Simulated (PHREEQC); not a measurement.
A made-up water analysis in mg/L, 25 °C, pH 6.78, pe 11.2:

| constituent | mg/L |
|---|---|
| Na | 8.72 |
| K | 2.7 |
| Ca | 3.07 |
| Mg | 1.1 |
| Cl | 6.12 |
| S(6) as SO4 | 5.24 |
| Alkalinity as HCO3 | 25.5 |
| Br | 0.0703 |
| Pb | 2.35 |
| B | 0.00239 |
| N(5) as NO3 | 0.449 |
| Li | 0.0457 |

Valence states are taken as typed.

Computed with PHREEQC (ion-association model, phreeqc.dat).

Precipitation was switched off in this run.

Question: Predict the charge-balance error.

Answer: charge-balance error 1.0 %.

Question: In which forms is S present?

Answer: SO4-2 98 %, CaSO4 1.0 %, MgSO4 0.8 % of the S.

Saturation is exceeded, for instance for Cerussite; the values hold only as long as no solid forms.
